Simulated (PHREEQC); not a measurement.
A solution holds 1 mmol/kgw FeCl3, 0.045 mmol/kgw ZnCl2, 76 mmol/kgw HCl and 0.31 mmol/kgw Na2SO4, at 25 °C. Closed to the air; pH follows from the charge balance.

The numbers come from PHREEQC with the ion-association model, wateq4f.dat.

This is a speciation only: nothing precipitates in the calculation.

### Question
Order these Fe species by the share of Fe that they hold, largest first: FeSO4+, FeCl2+, FeCl+2, FeOH+2, Fe+3.

### Answer
Fe+3 (46 %), FeCl+2 (41 %), FeCl2+ (5.8 %), FeSO4+ (3.2 %), FeOH+2 (2.3 %)

### Question
Order these Zn species by the share of Zn that they hold, largest first: ZnCl+, Zn+2, ZnSO4, ZnCl2.

### Answer
Zn+2 (91 %), ZnCl+ (8.1 %), ZnCl2 (0.40 %), ZnSO4 (0.23 %)

The pH is 1.20 and the ionic strength 0.0808 mol/kgw. Saturation is exceeded, for instance for Hematite (slow to form), Goethite (slow to form); the values hold only as long as no solid forms.
